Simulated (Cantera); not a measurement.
Input: 1 mol CaO, 1.3 mol HBr, 1.9 mol O₂, equilibrated at 0.890 bar.

Cantera equilibrium calculation (NASA polynomials, part measured and part estimated; ideal gas, pure solids and liquids). Candidate condensed phases: Br₂, Ca, CaBr₂, CaO, Ca(OH)₂, H₂O; 19 gas species. Mutual solubility and eutectic melting of coexisting phases are not modelled. The numbers say what is thermodynamically allowed, not how fast it happens.

**Question.** Which condensed phases are stable at each of these points (T (°C)): 650, 750, 850, 950, 1050, 1150, 1250, 1350, 1450, 1550, 1650?

**Answer.** 
```tsv
T (°C)	condensed phases	Ca condensed (%)
650	CaBr₂(s) + CaO(s)	100.0
750	CaBr₂(l) + CaO(s)	100.0
850	CaBr₂(l) + CaO(s)	100.0
950	CaBr₂(l) + CaO(s)	100.0
1050	CaBr₂(l) + CaO(s)	99.8
1150	CaBr₂(l) + CaO(s)	99.1
1250	CaBr₂(l) + CaO(s)	96.5
1350	CaO(s)	89.3
1450	CaO(s)	84.9
1550	CaO(s)	81.9
1650	CaO(s)	80.0
```

At 650 °C the condensed part is CaBr₂(s) + CaO(s). From 750 °C to 1250 °C the condensed part is CaBr₂(l) + CaO(s). From 1350 °C to 1650 °C the condensed part is CaO(s).
